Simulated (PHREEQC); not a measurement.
Solution (25 °C): 0.2 mol/kgw H2SO4 and 0.11 mol/kgw Al2(SO4)3. Closed to the air; pH follows from the charge balance.

Model: ion-association model, phreeqc.dat, run in PHREEQC.

```csv
quantity,before,after
pH,0.87,3.83
ionic strength (mol/kgw),0.545,0.306
HSO4- (mol/kgw),0.220,0.000304
AlSO4+ (mol/kgw),0.136,0.136
SO4-2 (mol/kgw),0.0627,0.0619
Al(SO4)2- (mol/kgw),0.0536,0.0661
SI of Gibbsite (Al(OH)3),-8.15,+0.66
```

**Question.** Which change was made?
A) temperature from 25 to 5 °C
B) Al2(SO4)3 from 0.11 to 0.011 mol/kgw
C) H2SO4 left out
D) temperature from 25 to 10 °C
E) temperature from 25 to 40 °C

**Answer.** C, H2SO4 left out

This is a speciation only: nothing precipitates in the calculation. Some of these states are supersaturated (in Gibbsite (slow to form), for instance).
